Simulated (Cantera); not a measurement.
Gas mixture: 47.8 % NO, 6.18 % N2O, 46.1 % O2, at 34.0 Pa, frozen composition.

Cantera's kinetic-theory transport with the Lennard-Jones parameters of GRI-Mech 3.0, ideal gas; thermal conductivity in the mixture-averaged form. The composition is frozen, though it would react at the higher temperatures.

One state of this run: ρ (kg/m³) = 8.12e-5; cp (J/kg/K) = 1190; μ (µPa s) = 61.1; λ (mW/m/K) = 102; Pr = 0.711; D (cm²/s) N2 = 10300; D (cm²/s) H = 63900; D (cm²/s) CH4 = 11400. D: mixture-averaged diffusion coefficient of that species in the mixture.

Question: Which value of T (K) does it belong to?
A) 1600
B) 600
C) 800
D) 1000

Answer: A, 1600
